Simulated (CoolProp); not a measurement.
The fluid at 300.9 K and 0.517 MPa is compressed adiabatically to 1.22 MPa with isentropic efficiency 0.9. The same conditions are run with several fluids, on thermodynamics alone (safety and materials aside).

Computed with CoolProp (reference Helmholtz-energy equation of state of each fluid (ethylene: Smukala 2000; fluoroethane (R161): Wu 2012; hydrogen sulfide: Lemmon 2006; CH2F2 (R32): Tillner-Roth 1997; sulfur hexafluoride: Guder 2009)).

| fluid | work (kJ/kg) | final temperature (K) | final density (kg/m³) |
|---|---|---|---|
| ethylene | 89.3 | 358.9 | 11.9 |
| fluoroethane (R161) | 47.5 | 345.4 | 23.3 |
| hydrogen sulfide | 74.6 | 378.4 | 13.8 |
| CH2F2 (R32) | 46.3 | 359.7 | 23.0 |
| sulfur hexafluoride | 15.6 | 328.6 | 72.9 |
